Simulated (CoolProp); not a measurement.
Vapour-liquid equilibrium of isobutane (1) + n-butane (2) at 0.623 bar; x and y are mole fractions of (1).

The numbers come from the multi-fluid Helmholtz-energy mixture model, Bücker 2006 and Bücker 2006; pair parameters Kunz 2012 in CoolProp.

Question: Give the bubble temperature and the first vapour's composition at x = 0.05, 0.5, 0.65. Is there an azeotrope?

Answer: x = 0.05: 259.8 K, y = 0.076; x = 0.5: 254.5 K, y = 0.611; x = 0.65: 252.9 K, y = 0.745. No azeotrope shows between x = 0.05 and 0.95.

Pair parameters are fitted to limited data, so mixtures are less certain than the pure fluids.
